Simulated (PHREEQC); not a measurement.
Make-up at 20 °C: 0.08 mol/kgw NaOH, 0.069 mol/kgw NaAlO2 and 0.0021 mol/kgw K2CO3. Closed to the air; pH follows from the charge balance.

All values are PHREEQC results (ion-association model, phreeqc.dat), not measurements.

Q: The ionic strength comes out as 0.153 mol/kgw. What activity coefficients do CO3-2, Al(OH)4-, HCO3-, NaCO3-, K+ get?

A: CO3-2 0.34, Al(OH)4- 0.75, HCO3- 0.76, NaCO3- 0.76, K+ 0.73.

Precipitation was switched off in this run. The solution is supersaturated, for example in Gibbsite (slow to form), so a real one may precipitate; this is no full list. Complexes and solids missing from the database can't appear.
